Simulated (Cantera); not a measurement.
Feed: 1 mol V2O3, 280 mol H2, 2.6 mol N2, equilibrated at 6.90 mbar.

These are equilibrium values from Cantera (NASA tables, ideal gas, pure condensed phases), not measurements of a reactor. Candidate condensed phases: H2O, V, VN, VO, V2O3, V2O4, V2O5; 28 gas species. VO: taken at fixed stoichiometry. Rates play no part. All values below are at 1702 °C.

Base state: H2 0.971, H 0.0162, N2 0.00912, H2O 0.00336, VO 0.000190, VO2 0.000165, V 1.97e-5 (mole fractions); condensed: VO(s).

Problem. What changes in the equilibrium state with this change: V2O3 replaced by FeS?

Solution. 
```json
[
 {"species": "H2", "before": "0.971", "after": "0.968"},
 {"species": "H", "before": "0.0162", "after": "0.0162"},
 {"species": "N2", "before": "0.00912", "after": "0.00908"},
 {"species": "Fe", "before": "0", "after": "0.00349"},
 {"species": "H2O", "before": "0.00336", "after": "0"},
 {"species": "VO", "before": "0.000190", "after": "0"},
 {"species": "SH", "before": "0", "after": "0.00124"},
 {"species": "H2S", "before": "0", "after": "0.000949"},
 {"species": "S", "before": "0", "after": "0.000605"},
 {"species": "VO(s), mol", "before": "1.89", "after": "0"}
]
```
Further candidate phases: Fe, FeS, FeS2, S.
